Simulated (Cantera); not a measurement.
Thermodynamics of carbothermic reduction, feed SiO2 + CH4 + H2

Feed: 1 mol SiO2, 4.9 mol CH4, 7.4 mol H2, at 1.00 Torr.

Equilibrium computed with Cantera from the NASA thermochemical tables; the gas is ideal and each condensed phase is pure. Candidate condensed phases: C, C6H6, C7H8, C8H18, H2O, Si, SiC, SiO2; 123 gas species. Gases not in the tables: Si2H6 and higher silanes. The numbers say what is thermodynamically allowed, not how fast it happens.

| T (°C) | x H2 | x CO | x H | x Si | x C2H2 (acetylene) | x SiO | x SiC2 | n C(graphite) | n SiC(s) |
|---|---|---|---|---|---|---|---|---|---|
| 1575 | 0.883 | 0.103 | 0.0136 | 0.000140 | 0.000227 | 0.000653 | 2.69e-6 | 1.92 | 0.984 |
| 1600 | 0.880 | 0.103 | 0.0166 | 0.000220 | 0.000275 | 0.000697 | 4.82e-6 | 1.92 | 0.982 |
| 1625 | 0.876 | 0.102 | 0.0200 | 0.000339 | 0.000330 | 0.000743 | 8.50e-6 | 1.92 | 0.978 |
| 1650 | 0.872 | 0.102 | 0.0241 | 0.000519 | 0.000394 | 0.000789 | 1.48e-5 | 1.93 | 0.974 |
| 1675 | 0.867 | 0.102 | 0.0288 | 0.000784 | 0.000467 | 0.000837 | 2.53e-5 | 1.93 | 0.967 |
| 1700 | 0.862 | 0.101 | 0.0343 | 0.00117 | 0.000552 | 0.000886 | 4.27e-5 | 1.94 | 0.957 |
| 1725 | 0.855 | 0.101 | 0.0406 | 0.00174 | 0.000648 | 0.000935 | 7.12e-5 | 1.95 | 0.943 |
| 1750 | 0.847 | 0.100 | 0.0479 | 0.00255 | 0.000757 | 0.000986 | 0.000117 | 1.96 | 0.924 |
| 1775 | 0.838 | 0.0998 | 0.0561 | 0.00370 | 0.000879 | 0.00104 | 0.000190 | 1.98 | 0.896 |
| 1800 | 0.827 | 0.0991 | 0.0655 | 0.00532 | 0.00101 | 0.00109 | 0.000306 | 2.01 | 0.856 |
| 1825 | 0.815 | 0.0982 | 0.0761 | 0.00759 | 0.00116 | 0.00113 | 0.000485 | 2.05 | 0.799 |
| 1850 | 0.800 | 0.0971 | 0.0879 | 0.0107 | 0.00133 | 0.00118 | 0.000761 | 2.11 | 0.718 |
x: gas mole fraction; n: condensed amount in mol.

From 1575 °C to 1850 °C the condensed part is C(graphite) + SiC(s). The main Si-bearing gas is SiO at 1575 °C and Si at 1850 °C. The share of Si in condensed phases is highest at 1575 °C (98.4 %) and lowest at 1850 °C (71.8 %).
